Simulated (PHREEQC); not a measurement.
Nickel, zinc or cadmium bath: an equilibrium model

Solution (20 °C): 0.19 mol/kgw CdSO4 and 0.00098 mol/kgw HCl. Closed to the air; pH follows from the charge balance.

Model: ion-association model, phreeqc.dat, run in PHREEQC.

```
Item                     Result
----------------  -------------
pH                         3.43
ionic strength    0.331 mol/kgw
density             1.036 g/cm³
total alkalinity  -0.980 meq/kg
```

```json
[
 {"species": "Cd+2", "molality": "0.0824", "activity": "0.0239", "log γ": "-0.538"},
 {"species": "CdSO4", "molality": "0.0718", "activity": "0.0775", "log γ": "0.033"},
 {"species": "SO4-2", "molality": "0.0475", "activity": "0.0116", "log γ": "-0.612"},
 {"species": "Cd(SO4)2-2", "molality": "0.0351", "activity": "0.0102", "log γ": "-0.538"},
 {"species": "CdCl+", "molality": "0.000661", "activity": "0.000485", "log γ": "-0.134"},
 {"species": "HSO4-", "molality": "0.000508", "activity": "0.000373", "log γ": "-0.134"},
 {"species": "H+", "molality": "0.000472", "activity": "0.000368", "log γ": "-0.108"},
 {"species": "Cl-", "molality": "0.000318", "activity": "0.000216", "log γ": "-0.167"},
 {"species": "CdCl2", "molality": "3.98e-7", "activity": "4.29e-7", "log γ": "0.033"},
 {"species": "Cd2OH+3", "molality": "7.47e-9", "activity": "4.60e-10", "log γ": "-1.210"},
 {"species": "CdOH+", "molality": "5.03e-9", "activity": "3.69e-9", "log γ": "-0.134"}
]
```

Precipitation was switched off in this run. Complexes and solids missing from the database can't appear.
